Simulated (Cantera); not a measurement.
Cantera run, input and output.

```python
import numpy as np
import cantera as ct

gas = ct.Solution("h2o2.yaml")
gas.TPX = 425, 101325, {'H2': 1, 'O2': 0.263, 'N2': 0.763}
flame = ct.FreeFlame(gas, width=0.04)
flame.set_refine_criteria(ratio=3, slope=0.08, curve=0.16)
flame.transport_model = "mixture-averaged"
flame.solve(loglevel=0, auto=True)
z, T = flame.grid, flame.T
thick = (T[-1] - T[0]) / np.gradient(T, z).max()
show = ['H2', 'O2', 'H2O', 'O', 'H', 'HO2']
print(f"laminar burning velocity  {flame.velocity[0] * 100:.3f} cm/s")
print(f"burnt temperature         {T[-1]:.1f} K")
print(f"thermal thickness         {thick * 1e3:.4f} mm")
print(f"grid points               {len(z)}")
z0 = z[flame.heat_release_rate.argmax()]
print(f"{'z/mm':>9s}{'T/K':>9s}{'u/(m/s)':>9s}" + "".join(f"{s:>11s}" for s in show))
rows = []
for k in (-3, -2, -1.5, -1, -0.5, -0.25, 0, 0.25, 0.5, 1, 2, 4, 8):
    zz = z0 + k * thick
    rows.append([k * thick, np.interp(zz, z, T), np.interp(zz, z, flame.velocity),
                 *(np.interp(zz, z, flame.X[gas.species_index(s)]) for s in show)])
    print(f"{rows[-1][0] * 1e3:9.3f}{rows[-1][1]:9.1f}{rows[-1][2]:9.3f}" + "".join(f"{x:11.3e}" for x in rows[-1][3:]))
```

It prints:

```
laminar burning velocity  627.460 cm/s
burnt temperature         2352.6 K
thermal thickness         0.3751 mm
grid points               125
     z/mm      T/K  u/(m/s)         H2         O2        H2O          O          H        HO2
   -1.125    425.0    6.275  4.936e-01  1.298e-01  6.376e-14  4.319e-15  2.423e-17  2.982e-14
   -0.750    425.0    6.275  4.936e-01  1.298e-01  9.605e-12  5.510e-13  3.202e-15  5.459e-12
   -0.563    425.0    6.275  4.936e-01  1.298e-01  2.182e-10  1.065e-11  6.671e-14  1.417e-10
   -0.375    425.0    6.275  4.936e-01  1.298e-01  4.648e-08  1.393e-09  8.724e-11  4.259e-08
   -0.188    439.5    6.461  4.910e-01  1.302e-01  2.771e-04  2.908e-06  2.968e-05  1.666e-04
   -0.094    708.7   10.120  4.573e-01  1.248e-01  2.021e-02  2.271e-04  6.604e-03  2.679e-04
    0.000   1177.3   16.248  3.530e-01  8.838e-02  1.039e-01  3.148e-03  4.793e-02  9.350e-05
    0.094   1495.2   20.459  2.469e-01  2.730e-02  2.195e-01  4.647e-03  9.106e-02  2.709e-05
    0.188   1635.2   22.251  2.160e-01  5.989e-03  2.618e-01  2.982e-03  9.892e-02  5.714e-06
    0.375   1763.0   23.795  2.172e-01  1.347e-03  2.729e-01  2.139e-03  8.780e-02  1.267e-06
    0.750   1893.0   25.307  2.273e-01  8.673e-04  2.768e-01  1.623e-03  7.058e-02  7.947e-07
    1.500   2021.6   26.757  2.375e-01  5.460e-04  2.813e-01  1.061e-03  5.311e-02  5.073e-07
    3.000   2135.3   28.003  2.463e-01  2.946e-04  2.859e-01  5.889e-04  3.745e-02  2.949e-07
```

Cantera simulation using the H2/O2 subset of GRI-Mech 3.0, which has no nitrogen chemistry; the numbers are that mechanism's predictions, not measurements. Burning velocities carry a grid error of a few per cent, more on coarse grids.
